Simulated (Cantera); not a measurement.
An adiabatic, constant-volume homogeneous reactor starts with CH₄ : H₂ : O₂ : N₂ = 1 : 0.7 : 1.96 : 12.7 (molar parts), at 1373 K and 248 Torr.

Model: GRI-Mech 3.0 (53 species, 325 reactions), integrated in Cantera.

x: mole fraction; the columns are a selection and need not sum to one.

```csv
t (s),T (K),P (bar),x CH₄,x H₂,x O₂,x HO₂,x CO₂,x CO,x HCN
5.00e-6,1373,0.330,0.0611,0.0428,0.120,[?],<1e-12,<1e-12,<1e-12
1.01e-5,1373,0.330,0.0611,0.0428,0.120,[?],<1e-12,<1e-12,<1e-12
2.06e-5,1373,0.330,0.0611,0.0428,0.120,[?],<1e-12,<1e-12,<1e-12
4.17e-5,1373,0.330,0.0611,0.0428,0.120,[?],<1e-12,3.79e-12,<1e-12
8.47e-5,1373,0.330,0.0611,0.0428,0.120,[?],4.22e-12,3.87e-11,<1e-12
0.000172,1373,0.330,0.0611,0.0428,0.120,[?],7.38e-11,6.51e-10,<1e-12
0.000349,1373,0.330,0.0611,0.0428,0.120,[?],4.51e-9,3.79e-8,<1e-12
0.000707,1375,0.331,0.0605,0.0425,0.119,[?],2.74e-6,2.52e-5,1.20e-12
0.00143,1567,0.379,0.0392,0.0457,0.0997,[?],0.000550,0.00927,7.73e-9
0.00291,2597,0.638,<1e-12,0.0264,0.00517,[?],0.0253,0.0346,3.22e-10
0.00590,2625,0.643,<1e-12,0.0259,0.00421,1.04e-6,0.0257,0.0343,8.97e-10
0.0120,2621,0.642,<1e-12,0.0262,0.00395,9.86e-7,0.0255,0.0345,1.25e-9
0.0243,2619,0.642,<1e-12,0.0263,0.00389,9.70e-7,0.0255,0.0345,1.35e-9
0.0493,2619,0.642,<1e-12,0.0263,0.00388,9.70e-7,0.0254,0.0345,1.35e-9
0.100,2619,0.642,<1e-12,0.0263,0.00388,9.70e-7,0.0254,0.0345,1.35e-9
```

### Question
Complete the blanks.

### Answer

- 5.00e-6, x HO₂: 1.97e-8
- 1.01e-5, x HO₂: 3.99e-8
- 2.06e-5, x HO₂: 8.06e-8
- 4.17e-5, x HO₂: 1.62e-7
- 8.47e-5, x HO₂: 3.24e-7
- 0.000172, x HO₂: 6.39e-7
- 0.000349, x HO₂: 1.25e-6
- 0.000707, x HO₂: 4.62e-6
- 0.00143, x HO₂: 0.000142
- 0.00291, x HO₂: 1.15e-6
